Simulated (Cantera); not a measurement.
Feed: 1 mol CS₂, 0.28 mol O₂, 11 mol N₂, at 2977 °C and 3.90 bar.

These are equilibrium values from Cantera (NASA tables, ideal gas, pure condensed phases), not measurements of a reactor. Candidate condensed phases: C, S; 35 gas species. Kinetics and transport are ignored.

Base state: N₂ 0.841, S 0.0468, CO 0.0428, S₂ 0.0346, CS 0.0306, CS₂ 0.00290, SN 0.000522, CN 0.000152 (mole fractions); condensed: gas only.

What changes in the equilibrium state with this change: pressure from 3.90 bar to 1.00 bar?


```
species    before     after
-------  --------  --------
N₂          0.841     0.829
S          0.0468    0.0731
CO         0.0428    0.0422
S₂         0.0346    0.0216
CS         0.0306    0.0318
COS       5.07e-5   2.00e-5
CS₂       0.00290   0.00120
N         2.87e-5   5.62e-5
CN       0.000152  0.000198
```

What changes in the equilibrium state with this change: temperature from 2977 °C to 1625 °C?


```tsv
species	before	after
N₂	0.841	0.875
S₂	0.0346	0.0447
CO	0.0428	0.0440
S	0.0468	0.000169
CS₂	0.00290	0.0340
CS	0.0306	0.00103
N	2.87e-5	<1e-9
CN	0.000152	1.14e-8
SN	0.000522	3.11e-6
COS	5.07e-5	0.000519
```

What changes in the equilibrium state with this change: N₂ from 11 to 0.24 mol?


```csv
species,before,after
S₂,0.0346,0.280
CO,0.0428,0.264
CS,0.0306,0.164
N₂,0.841,0.113
CS₂,0.00290,0.0441
S,0.0468,0.133
COS,5.07e-5,0.000889
SO,5.56e-6,5.18e-5
```
